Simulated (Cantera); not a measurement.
Charge: 1 mol MgO, 1.2 mol HBr, 1.1 mol H2, held at 1875 K and 0.00680 bar.

Method: chemical equilibrium by Gibbs-energy minimisation in Cantera with the NASA 1993 tables (ideal gas, pure condensed phases). Rates play no part.

```tsv
species	before	after
H2	0.488	0.487
HBr	0.216	0.207
H2O	0.105	0.107
Br	0.0791	0.0857
MgBr	0.00565	0.00694
MgBr2	0.0983	0.0975
Mg	0.00153	0.00220
MgOH	1.56e-5	2.16e-5
OH	9.35e-5	0.000118
H	0.00556	0.00663
Br2	1.92e-5	1.93e-5
MgO(s), mol	0.745	0.741
```
Gas species are given as mole fractions.

**Question.** What was changed between the two runs?
A. temperature from 1875 K to 1850 K
B. pressure from 0.00680 bar to 0.000650 bar
C. temperature from 1875 K to 1898.15 K
D. pressure from 0.00680 bar to 0.0160 bar

**Answer.** C, temperature from 1875 K to 1898.15 K
